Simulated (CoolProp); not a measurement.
Vapour-liquid equilibrium of R22 (1) + methanol (2) at -23.05 °C; x and y are mole fractions of (1).

Computed with CoolProp (multi-fluid Helmholtz-energy mixture model, Kamei 1995 and de Reuck 1993; pair parameters Bell 2016).

```tsv
x	bubble pressure, mixture model (MPa)	bubble pressure, Raoult's law (MPa)	y, mixture model	y, Raoult's law
0.05	0.02024	0.01166	0.961	0.933
0.2	0.06867	0.04420	0.990	0.985
0.35	0.1055	0.07675	0.994	0.993
0.5	0.1343	0.1093	0.996	0.996
0.65	0.1581	0.1418	0.997	0.998
0.8	0.1807	0.1744	0.998	0.999
0.95	0.2070	0.2069	0.999	1.000
```

The largest gap from Raoult's law is +73.6 % in bubble pressure, at x = 0.05. No azeotrope shows between x = 0.05 and 0.95.

Pair parameters are fitted to limited data, so mixtures are less certain than the pure fluids. With so large a gap from Raoult's law the liquid may split in two, which this calculation doesn't test in full.
